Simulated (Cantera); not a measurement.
## Equilibrium for boron, boron nitride and boron oxide: B2O3 + O2

Input: 1 mol B2O3, 3.1 mol O2, at 30.0 mbar.

Equilibrium computed with Cantera from the NASA thermochemical tables; the gas is ideal and each condensed phase is pure. Candidate condensed phases: B, B2O3; 10 gas species. Equilibrium is a limit: real reactors are often held back by kinetics, nucleation or transport.

```tsv
T (°C)	x O2	x B2O3	x BO2	x O	x BO	n B2O3(l)
677	1.00	8.94e-12	3.14e-11	1.83e-10	<1e-12	1.00
752	1.00	3.59e-10	6.95e-10	1.91e-9	<1e-12	1.00
827	1.00	8.53e-9	1.00e-8	1.44e-8	<1e-12	1.00
902	1.00	1.33e-7	1.02e-7	8.43e-8	<1e-12	1.000
977	1.000	1.47e-6	7.77e-7	4.00e-7	<1e-12	1.000
1052	1.000	1.22e-5	4.69e-6	1.59e-6	1.09e-12	1.000
1127	1.000	8.01e-5	2.32e-5	5.46e-6	2.09e-11	1.000
1202	0.999	0.000430	9.73e-5	1.66e-5	2.94e-10	0.999
1277	0.998	0.00194	0.000353	4.51e-5	3.19e-9	0.993
1352	0.991	0.00758	0.00113	0.000112	2.77e-8	0.975
1427	0.970	0.0261	0.00326	0.000254	1.98e-7	0.912
1502	0.911	0.0803	0.00844	0.000527	1.21e-6	0.713
```
x: gas mole fraction; n: condensed amount in mol.

From 677 °C to 1502 °C the condensed part is B2O3(l).
